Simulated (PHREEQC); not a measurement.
# Reverse-osmosis permeate: an equilibrium model

Synthetic water in mmol/kgw, 20 °C, pH 6.31, pe 8.4:

```json
[
 {"constituent": "Na", "mmol/kgw": "0.0309"},
 {"constituent": "K", "mmol/kgw": "0.0735"},
 {"constituent": "Ca", "mmol/kgw": "0.201"},
 {"constituent": "Mg", "mmol/kgw": "0.0366"},
 {"constituent": "Cl", "mmol/kgw": "0.00548"},
 {"constituent": "S(6)", "mmol/kgw": "0.233"},
 {"constituent": "Alkalinity (meq/kgw)", "mmol/kgw": "0.11"},
 {"constituent": "B", "mmol/kgw": "0.000216"},
 {"constituent": "Si", "mmol/kgw": "0.0153"},
 {"constituent": "Cd", "mmol/kgw": "0.000117"},
 {"constituent": "Cu(2)", "mmol/kgw": "0.000157"}
]
```

Valence states are taken as typed.

The numbers come from PHREEQC with the ion-association model, wateq4f.dat.

Each row changes one thing in this solution. Precipitation was switched off in this run.

| case | SO4-2 (mol/kgw) | Ca+2 (mol/kgw) | CO2 (mol/kgw) | HCO3- (mol/kgw) | Mg+2 (mol/kgw) | CaSO4 (mol/kgw) | SI of Quartz (SiO2) |
|---|---|---|---|---|---|---|---|
| as made | 0.000225 | 0.000195 | 0.000125 | 0.000110 | 3.53e-5 | 6.28e-6 | -0.76 |
| temperature from 20 to 5 °C at the same typed pH | 0.000227 | 0.000195 | 0.000171 | 0.000110 | 3.57e-5 | 5.48e-6 | -0.52 |
| pH from 6.31 to 6.81 at the same alkalinity | 0.000225 | 0.000195 | 3.95e-5 | 0.000110 | 3.53e-5 | 6.28e-6 | -0.76 |
| all concentrations times 2 at the same typed pH | 0.000440 | 0.000380 | 0.000247 | 0.000219 | 6.88e-5 | 2.15e-5 | -0.46 |
| pH from 6.31 to 7.31 at the same alkalinity | 0.000225 | 0.000195 | 1.24e-5 | 0.000109 | 3.53e-5 | 6.28e-6 | -0.76 |

Species that the database lacks are ignored. Constants without temperature data keep their 25 °C values here. The database's constant for dissolved Cu(OH)2 is higher than later reviews accept.
